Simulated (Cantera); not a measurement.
# CHF₃ + HCl + H₂ (fluorocarbon and chlorocarbon gases)

Charge: 1 mol CHF₃, 0.33 mol HCl, 0.24 mol H₂, equilibrated at 3175 K and 3.10 Pa.

Method: chemical equilibrium by Gibbs-energy minimisation in Cantera with the NASA 1993 tables (ideal gas, pure condensed phases). Candidate condensed phases: C, C₆H₆, C₇H₈, C₈H₁₈; 118 gas species. The numbers say what is thermodynamically allowed, not how fast it happens.

```yaml
x(F): 0.486
x(H): 0.291
x(C): 0.157
x(Cl): 0.0544
x(HF): 0.00761
x(C₂): 0.00244
x(CF): 0.00158
x(C₃): 0.000463
x(H₂): 3.80e-5
gas_amount: 6.064 mol
log10 activity of C(graphite) (absent): -1.70
```
